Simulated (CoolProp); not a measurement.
Values from CoolProp's reference Helmholtz-energy equation of state, Schroeder 2014.

For ethanol, give the phase and the density (kg/m³), cv (kJ/(kg K)), conductivity (mW/(m K)) at 318.7 K and 0.101 MPa; 327.7 K and 0.101 MPa; 345.7 K and 0.101 MPa.


- 318.7 K and 0.101 MPa: liquid; density 767, cv 2.19, conductivity 160
- 327.7 K and 0.101 MPa: liquid; density 759, cv 2.26, conductivity 158
- 345.7 K and 0.101 MPa: liquid; density 742, cv 2.39, conductivity 155

Thermal conductivity comes from a separate model (Assael 2013).
